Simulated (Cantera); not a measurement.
A Cantera script and what it prints.

```python
import numpy as np
import cantera as ct

gas_names = """
    Cs CsO CsOH Cs2 Cs2O Cs2O2H2 H HO2 H2 H2O H2O2 O OH O2 O3
""".split()
cond_names = """
    Cs(cr) Cs(L) CsOH(a) CsOH(b) CsOH(c) CsOH(L) H2O(s) H2O(L)
""".split()


def load(file, names, dense=False):
    # The tables refer to 1 bar. Condensed volumes are neglected.
    table = {s.name: s for s in ct.Species.list_from_file(file)}
    out = []
    for n in names:
        d = dict(table[n].input_data)
        d["thermo"] = dict(d["thermo"], **{"reference-pressure": 1e5})
        if dense:
            d["equation-of-state"] = {"model": "constant-volume", "density": "1e6 g/cm^3"}
        out.append(ct.Species.from_dict(d))
    return out


gas = ct.Solution(thermo="ideal-gas", species=load("nasa_gas.yaml", gas_names))
cond = {s.name: ct.Solution(thermo="fixed-stoichiometry", species=[s], name=s.name)
        for s in load("nasa_condensed.yaml", cond_names, dense=True)}
atoms = {
    'CsOH': {'Cs': 1, 'O': 1, 'H': 1},
    'H2O': {'H': 2, 'O': 1},
}
top_T = {}  # K; cautious upper limits of use, not melting points


def equilibrate(T, P, feed):
    n = {}
    for name, mol in feed.items():
        for a, k in atoms[name].items():
            n[a] = n.get(a, 0.0) + k * mol
    gas.TPX = T, P, n
    mass = sum(n.values()) * gas.mean_molecular_weight
    gas.equilibrate("TP")
    valid = [c for c in cond.values() if c.min_temp <= T <= top_T.get(c.name, c.max_temp)]
    mix = ct.Mixture([(gas, mass / gas.mean_molecular_weight)] + [(c, 0.0) for c in valid])
    mix.T, mix.P = T, P
    mix.equilibrate("TP", solver="vcs", rtol=1e-11, max_steps=5000)
    return mix


results = []
feed = {'CsOH': 1, 'H2O': 0.97}  # mol
T = 1025  # K
P = 1200  # Pa
mix = equilibrate(T, P, feed)
results.append((T, P, feed, dict(zip(mix.species_names, mix.species_moles))))
x = sorted(zip(gas.X, gas.species_names), reverse=True)
print(f"T = {T:g} K  P = {P:g} Pa  gas = {mix.phase_moles(0):.4g} mol")
print("   x: " + "  ".join(f"{s} {v:.3e}" for v, s in x if v > 0.001))
print("   condensed (mol): " + ("  ".join(f"{mix.phase(i).name} {mix.phase_moles(i):.4g}"
      for i in range(1, mix.n_phases) if mix.phase_moles(i) > 1e-12) or "none"))
```

Output:

```
T = 1025 K  P = 1200 Pa  gas = 1.95 mol
   x: H2O 4.973e-01  CsOH 4.926e-01  Cs2O2H2 1.007e-02
   condensed (mol): none
```

Equilibrium computed with Cantera from the NASA thermochemical tables; the gas is ideal and each condensed phase is pure.
